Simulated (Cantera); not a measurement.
Standard-state values (1 bar) from the NASA 1993 polynomials, evaluated with Cantera. Values are per mole of reaction as written; species without (g) are pure solids or liquids, kept so even where they would boil at 1 bar.

**Question.** Between 1275 and 2025 K, where is each reaction favourable under standard conditions?
- 3 CaO + 3 F2(g) = 3 CaF2 + O3(g)

**Answer.** 
- 3 CaO + 3 F2(g) = 3 CaF2 + O3(g): ΔG° is -1303 kJ at 1275 K and -1179 kJ at 2025 K; it stays negative (K > 1). ΔH° is -1409 kJ and ΔS° -113 J/K at 2025 K.
